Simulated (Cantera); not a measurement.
Input: 1 mol HMDSO, 5.3 mol N2O, 2.7 mol N2, at 1573 K and 75.0 Torr.

Cantera equilibrium calculation (NASA polynomials, part measured and part estimated; ideal gas, pure solids and liquids). Candidate condensed phases: C, C6H6, C7H8, C8H18, H2O, Si, SiC, SiO2, Si2N2O, Si3N4; 151 gas species. The feed counts by its element totals alone. The numbers say what is thermodynamically allowed, not how fast it happens.

Base state: H2 0.422, N2 0.328, CO 0.249, HCN 0.000643, SiO 0.000135, H 8.35e-5, CH4 3.27e-5, HNC 1.36e-5 (mole fractions); condensed: C(graphite) + Si2N2O(s).

What changes in the equilibrium state with this change: pressure from 75.0 Torr to 1.00 Torr?


```csv
species,before,after
H2,0.422,0.400
N2,0.328,0.338
CO,0.249,0.238
SiO,0.000135,0.0244
CH4,3.27e-5,6.25e-8
H2O,1.09e-5,8.23e-7
H,8.35e-5,0.000704
"C(graphite), mol",0.687,0
"Si2N2O(s), mol",0.999,0.402
"SiC(s), mol",0,0.648
```
Mutual solubility and eutectic melting of coexisting phases are not modelled.
